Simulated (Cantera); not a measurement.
**Si + HF (silicon etching in halogen gases)**

Input: 1 mol Si, 3.6 mol HF, equilibrated at 775 K.

Method: chemical equilibrium by Gibbs-energy minimisation in Cantera with the NASA 1993 tables (ideal gas, pure condensed phases). Candidate condensed phases: Si; 25 gas species. The tables' values for SiF3 are old estimates; treat these amounts as uncertain. Equilibrium is a limit: real reactors are often held back by kinetics, nucleation or transport.

From 1.00 Pa to 1.00 bar the condensed part is Si(s). The main Si-bearing gas is SiF4 throughout. The share of Si in condensed phases is highest at 1.00 Pa (9.9 %) and lowest at 1.00 bar (8.0 %).

```
P (Pa)   x H2  x SiF4  x SiHF3  x SiH2F2   x SiF3  x SiH3F     x HF  n Si(s)
------  -----  ------  -------  --------  -------  -------  -------  -------
1       0.666   0.332  0.00159   4.59e-6  6.37e-5  2.61e-9  2.52e-6   0.0989
6.80    0.666   0.332  0.00256   1.20e-5  3.94e-5  1.10e-8  1.56e-6   0.0982
46      0.665   0.331  0.00411   3.10e-5  2.44e-5  4.60e-8  9.67e-7   0.0972
320     0.664   0.329  0.00665   8.16e-5  1.49e-5  1.96e-7  5.94e-7   0.0954
2200    0.663   0.326   0.0107  0.000213  9.17e-6  8.30e-7  3.66e-7   0.0925
15000   0.661   0.322   0.0171  0.000549  5.62e-6  3.47e-6  2.25e-7   0.0878
100000  0.657   0.315   0.0269   0.00139  3.44e-6  1.42e-5  1.39e-7   0.0801
```
x: gas mole fraction; n: condensed amount in mol.
